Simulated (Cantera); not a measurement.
Ignition delay

Mixture: 5.06 % CH4, 2.58 % CO, 19.3 % O2, 72.8 % N2, 0.233 % C2H6, equivalence ratio 0.63, at 3800000 Pa, adiabatic and at constant pressure. Ignition delay is the time to a rise of 400 K.

Detailed kinetics in Cantera: GRI-Mech 3.0 (53 species, 325 reactions). The pressure lies above the range GRI-Mech 3.0 was tuned for (to about 10 atm).

| T0 (K) | delay (ms) |
|---|---|
| 1200 | 0.796 |
| 1275 | 0.312 |
| 1350 | 0.136 |
| 1425 | 0.0639 |
| 1500 | 0.0322 |
| 1575 | 0.0172 |
| 1650 | 0.00962 |
| 1725 | 0.00565 |
| 1800 | 0.00348 |
| 1875 | 0.00224 |

| Property | Value |
|---|---|
| apparent activation energy between 1725 and 1875 K | 170 kJ/mol |
